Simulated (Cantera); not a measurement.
Mixture: CO : H₂ : CH₄ : O₂ : N₂ = 1 : 0.045 : 0.34 : 1.1 : 5.3 (molar parts), at 1.01 bar, adiabatic and at constant pressure. Ignition delay is the time to a rise of 400 K.

Detailed kinetics in Cantera: GRI-Mech 3.0 (53 species, 325 reactions). Below about 1000 K GRI-Mech 3.0 lacks low-temperature oxidation paths.

Problem. Predict: delay at 975 K; delay at 1125 K; delay at 1275 K; delay at 1425 K; delay at 1575 K; apparent activation energy between 1500 and 1650 K.

Solution. 
```
Quantity                                                 Value
--------------------------------------------------  ----------
delay at 975 K                                         0.128 s
delay at 1125 K                                        29.6 ms
delay at 1275 K                                        5.31 ms
delay at 1425 K                                        1.16 ms
delay at 1575 K                                       0.358 ms
apparent activation energy between 1500 and 1650 K  140 kJ/mol
```
